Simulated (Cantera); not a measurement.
Mixture: C3H8 : O2 : N2 = 1 : 9.43 : 50 (molar parts), at 16500 Torr, adiabatic and at constant volume. Ignition delay is the time to a rise of 400 K.

Cantera simulation using GRI-Mech 3.0 (53 species, 325 reactions); the numbers are that mechanism's predictions, not measurements. GRI-Mech 3.0 was tuned for natural gas; its chemistry of propane as a main component is partial and can be far from experiment. The pressure lies above the range GRI-Mech 3.0 was tuned for (to about 10 atm).

Question: What does this change do: 3.8 parts CO2 added?

Answer: 
| quantity | before | after |
|---|---|---|
| delay at 1050 K | 13.7 ms | 14.5 ms |
| delay at 1250 K | 0.438 ms | 0.460 ms |
| delay at 1450 K | 25.8 µs | 27.4 µs |
| delay at 1650 K | 3.71 µs | 3.98 µs |
| apparent activation energy between 1550 and 1750 K | 170 kJ/mol | 170 kJ/mol |
